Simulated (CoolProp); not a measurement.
Properties of R507A along the isotherm 500 K.

The numbers come from the reference Helmholtz-energy equation of state, Lemmon 2003 in CoolProp. It is a pseudo-pure fit of the blend.

| p (MPa) | phase | Joule-Thomson coefficient (K/MPa) | expansivity (1/kK) |
|---|---|---|---|
| 0.0586 | gas | 3.696 | 2.012 |
| 0.104 | gas | 3.697 | 2.021 |
| 0.185 | gas | 3.697 | 2.038 |
| 0.329 | gas | 3.698 | 2.068 |
| 0.586 | gas | 3.698 | 2.123 |
| 1.04 | gas | 3.696 | 2.222 |
| 1.85 | gas | (withheld) | (withheld) |
| 3.29 | gas | 3.636 | (withheld) |
| 5.86 | supercritical | (withheld) | (withheld) |
| 10.4 | supercritical | (withheld) | (withheld) |
| 18.5 | supercritical | 1.279 | 4.031 |

**Question.** Fill in the missing entries.

**Answer.** 
- 1.85, Joule-Thomson coefficient (K/MPa): 3.685
- 1.85, expansivity (1/kK): 2.407
- 3.29, expansivity (1/kK): 2.759
- 5.86, Joule-Thomson coefficient (K/MPa): 3.439
- 5.86, expansivity (1/kK): 3.428
- 10.4, Joule-Thomson coefficient (K/MPa): 2.731
- 10.4, expansivity (1/kK): 4.359
